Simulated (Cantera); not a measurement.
Equilibrium for thermal oxidation and active oxidation of silicon: Si + O2 + H2

Feed: 1 mol Si, 0.0018 mol O2, 710 mol H2, at 1800 °C and 0.290 Pa.

Equilibrium computed with Cantera from the NASA thermochemical tables; the gas is ideal and each condensed phase is pure. Candidate condensed phases: H2O, Si, SiO2; 18 gas species. Equilibrium is a limit: real reactors are often held back by kinetics, nucleation or transport.

The x(H) is 0.758 and the x(H2) comes out as 0.241. The x(Si) is 0.000870. The x(SiO) is 3.14e-6 and the gas amount is 1145 mol. The log10 activity of Si(l) (absent) comes out as -4.60.
